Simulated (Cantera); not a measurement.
# Hydrocarbon pyrolysis for carbon deposition

A perfectly stirred reactor is fed with 0.498 % C2H6, 99.5 % N2, at 0.0316 atm; it is held at 1098 K, and followed from long to short residence time.

Cantera simulation using GRI-Mech 3.0 (53 species, 325 reactions); the numbers are that mechanism's predictions, not measurements. GRI-Mech 3.0 stops at C3 and has no aromatics, soot or wall deposition, so with more carbon than oxygen in the feed, carbon stays in small species such as C2H2 where larger ones or solid carbon would form. Radical loss at walls, strong at low pressure, is not modelled.

```
τ (s)    x C2H6    x C2H4     x CH4     x C2H    x C2H2      x H     x HCN
------  -------  --------  --------  --------  --------  -------  --------
2.8     0.00161   0.00261  0.000302  9.24e-12  0.000578  9.52e-7  1.43e-10
1.0     0.00306   0.00170  0.000139  3.04e-12  0.000120  7.82e-7  1.15e-10
0.39    0.00414  0.000780   5.04e-5    <1e-12   1.86e-5  6.38e-7  8.76e-11
0.14    0.00471  0.000256   1.37e-5    <1e-12   1.76e-6  5.01e-7  5.32e-11
0.053   0.00490   6.62e-5   3.01e-6    <1e-12   1.11e-7  3.27e-7  1.75e-11
0.020   0.00496   1.01e-5   5.14e-7    <1e-12   2.59e-9  1.31e-7  1.35e-12
0.0074  0.00497   7.70e-7   8.14e-8    <1e-12  1.72e-11  2.64e-8    <1e-12
```
x: mole fraction; the columns are a selection and need not sum to one.
